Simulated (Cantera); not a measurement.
**Si3N4 + N2 (sublimation and decomposition of ceramics)**

Feed: 1 mol Si3N4, 9 mol N2, equilibrated at 0.000190 bar.

Cantera equilibrium calculation (NASA polynomials, part measured and part estimated; ideal gas, pure solids and liquids). Candidate condensed phases: Si, Si3N4; 7 gas species. The tables' values for SiN are old estimates; treat these amounts as uncertain. Kinetics and transport are ignored.

```
T (°C)  log p N2  log p Si  log p Si2  log p Si2N  log p SiN  n Si(l)
------  --------  --------  ---------  ----------  ---------  -------
1550       -3.73     -5.35      -7.54       -7.41      -7.60     2.73
1625       -3.75     -4.91      -7.01       -7.10      -7.26     2.21
1700       -3.80     -4.50      -6.51       -6.83      -6.96    0.718
1775       -3.83     -4.40      -6.61       -7.12      -6.94        0
1850       -3.83     -4.39      -6.88       -7.57      -7.01        0
1925       -3.83     -4.39      -7.14       -7.98      -7.08        0
2000       -3.83     -4.39      -7.38       -8.38      -7.14        0
```
log p: log10 of the partial pressure in bar; n: condensed amount in mol.

From 1550 °C to 1700 °C the condensed part is Si(l). From 1775 °C to 2000 °C nothing is condensed. The main Si-bearing gas is Si throughout.
